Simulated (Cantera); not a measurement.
Charge: 1 mol CF4, 0.08 mol F2, 5.6 mol H2, at 0.00133 bar.

Method: chemical equilibrium by Gibbs-energy minimisation in Cantera with the NASA 1993 tables (ideal gas, pure condensed phases). Candidate condensed phases: C, C6H6, C7H8, C8H18; 110 gas species. Ions and electrons are included (thermal ionisation). Equilibrium is a limit: real reactors are often held back by kinetics, nucleation or transport.

x: gas mole fraction; n: condensed amount in mol.

```json
[
 {"T (K)": "2000", "x H": "0.0294", "x HF": "0.534", "x H2": "0.437", "x F": "1.48e-5", "x C": "2.28e-8", "x C3": "2.08e-8", "n C(graphite)": "0.995"},
 {"T (K)": "2250", "x H": "0.123", "x HF": "0.508", "x H2": "0.367", "x F": "0.000173", "x C": "2.73e-6", "x C3": "4.87e-6", "n C(graphite)": "0.979"},
 {"T (K)": "2500", "x H": "0.323", "x HF": "0.452", "x H2": "0.220", "x F": "0.00139", "x C": "0.000125", "x C3": "0.000373", "n C(graphite)": "0.939"},
 {"T (K)": "2750", "x H": "0.514", "x HF": "0.380", "x H2": "0.0753", "x F": "0.00979", "x C": "0.00283", "x C3": "0.0127", "n C(graphite)": "0.443"},
 {"T (K)": "3000", "x H": "0.599", "x HF": "0.285", "x H2": "0.0192", "x F": "0.0552", "x C": "0.0160", "x C3": "0.0174", "n C(graphite)": "0"},
 {"T (K)": "3250", "x H": "0.647", "x HF": "…", "x H2": "…", "x F": "…", "x C": "…", "x C3": "…", "n C(graphite)": "0"},
 {"T (K)": "3500", "x H": "0.672", "x HF": "0.0424", "x H2": "0.00173", "x F": "0.223", "x C": "0.0579", "x C3": "0.000385", "n C(graphite)": "0"},
 {"T (K)": "3750", "x H": "0.681", "x HF": "0.0120", "x H2": "0.000615", "x F": "0.245", "x C": "0.0605", "x C3": "2.03e-5", "n C(graphite)": "0"},
 {"T (K)": "4000", "x H": "0.683", "x HF": "0.00372", "x H2": "0.000245", "x F": "0.251", "x C": "0.0609", "x C3": "1.41e-6", "n C(graphite)": "0"},
 {"T (K)": "4250", "x H": "0.684", "x HF": "0.00130", "x H2": "0.000108", "x F": "0.253", "x C": "0.0610", "x C3": "1.31e-7", "n C(graphite)": "0"},
 {"T (K)": "4500", "x H": "0.684", "x HF": "0.000506", "x H2": "5.22e-5", "x F": "0.254", "x C": "0.0610", "x C3": "1.59e-8", "n C(graphite)": "0"},
 {"T (K)": "4750", "x H": "0.684", "x HF": "…", "x H2": "…", "x F": "0.254", "x C": "0.0609", "x C3": "…", "n C(graphite)": "0"},
 {"T (K)": "5000", "x H": "0.684", "x HF": "0.000101", "x H2": "1.51e-5", "x F": "0.254", "x C": "0.0607", "x C3": "4.31e-10", "n C(graphite)": "0"}
]
```

Q: Complete the blanks.

A: 
- 4750, x HF: 0.000217
- 4750, x H2: 2.72e-5
- 4750, x C3: 2.38e-9
- 3250, x HF: 0.137
- 3250, x H2: 0.00541
- 3250, x F: 0.154
- 3250, x C: 0.0423
- 3250, x C3: 0.00519
